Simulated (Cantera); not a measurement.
FeS + SO2 + CO2 + SO3 (roasting and sulfation)

Feed: 1 mol FeS, 0.18 mol SO2, 0.41 mol CO2, 0.06 mol SO3, held at 1.00 bar.

Method: chemical equilibrium by Gibbs-energy minimisation in Cantera with the NASA 1993 tables (ideal gas, pure condensed phases). Candidate condensed phases: C, Fe, Fe(CO)5, FeO, FeS, FeSO4, FeS2, Fe2O3, Fe2(SO4)3, Fe3O4, S; 25 gas species. Metal and sulfide melt together well below either melting point, which pure phases cannot show. Mutual solubility and eutectic melting of coexisting phases are not modelled. The tables' stoichiometric FeO is somewhat more stable than real wüstite, so its field is too wide. FeO, FeS: taken at fixed stoichiometry. Gases not in the tables: S3 to S7. The numbers say what is thermodynamically allowed, not how fast it happens.

| T (K) | log p CO2 | log p SO2 | log p CO | log p S2 | n FeS(s) | n Fe3O4(s) | n FeO(s) | n FeS(l) |
|---|---|---|---|---|---|---|---|---|
| 900 | -0.21 | -0.42 | -3.82 | -2.17 | 0.976 | 0.00801 | 0 | 0 |
| 1000 | -0.21 | -0.43 | -3.17 | -1.95 | 0.972 | 0.00935 | 0 | 0 |
| 1100 | -0.22 | -0.43 | -2.64 | -1.77 | 0.967 | 0.0112 | 0 | 0 |
| 1200 | -0.22 | -0.44 | -2.20 | -1.62 | 0.960 | 0.0135 | 0 | 0 |
| 1300 | -0.23 | -0.45 | -1.84 | -1.49 | 0.951 | 0.0164 | 0 | 0 |
| 1400 | -0.24 | -0.45 | -1.53 | -1.38 | 0.940 | 0.0201 | 0 | 0 |
| 1500 | -0.27 | -0.46 | -1.27 | -1.21 | 0 | 0 | 0.0943 | 0.906 |
| 1600 | -0.31 | -0.47 | -1.06 | -1.11 | 0 | 0 | 0.119 | 0.881 |
log p: log10 of the partial pressure in bar; n: condensed amount in mol.

From 900 K to 1400 K the condensed part is FeS(s) + Fe3O4(s). From 1500 K to 1600 K the condensed part is FeO(s) + FeS(l).
